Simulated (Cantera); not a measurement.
Input: 1 mol AlCl3, 0.21 mol NH3, 80 mol N2, 11 mol H2O, held at 848 K and 10.0 mbar.

Method: chemical equilibrium by Gibbs-energy minimisation in Cantera with the NASA 1993 tables (ideal gas, pure condensed phases). Candidate condensed phases: Al, AlCl3, AlN, Al2O3, H2O, NH4Cl; 45 gas species. Condensed phases not in the tables: AlOCl. Rates play no part.

Base state: N2 0.862, H2O 0.102, HCl 0.0323, H2 0.00339 (mole fractions); condensed: Al2O3(s).

Problem. What changes in the equilibrium state with this change: temperature from 848 K to 2048.15 K?

Solution. 
```
species         before     after
-------------  -------  --------
N2               0.862     0.856
H2O              0.102    0.0950
HCl             0.0323    0.0275
H2             0.00339   0.00995
Cl               <1e-9   0.00457
OH               <1e-9   0.00233
H                <1e-9   0.00224
O2               <1e-9   0.00154
NO               <1e-9  0.000779
Al2O3(s), mol    0.500     0.500
```
